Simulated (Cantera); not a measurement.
Gas mixture: N2O : NO = 0.24 : 0.5 (molar parts), at 0.133 bar, frozen composition.

Cantera's kinetic-theory transport with the Lennard-Jones parameters of GRI-Mech 3.0, ideal gas; thermal conductivity in the multicomponent form. The composition is frozen, though it would react at the higher temperatures.

One state of this run: ρ (kg/m³) = 0.0652; cp (J/kg/K) = 1147; μ (µPa s) = 37.6; λ (mW/m/K) = 59.6; Pr = 0.723; D (cm²/s) CH4 = 9.49; D (cm²/s) CO2 = 6.72; D (cm²/s) NH3 = 10.3. D: mixture-averaged diffusion coefficient of that species in the mixture.

Question: Which value of T (K) does it belong to?
A) 850
B) 550
C) 1150
D) 400

Answer: A, 850
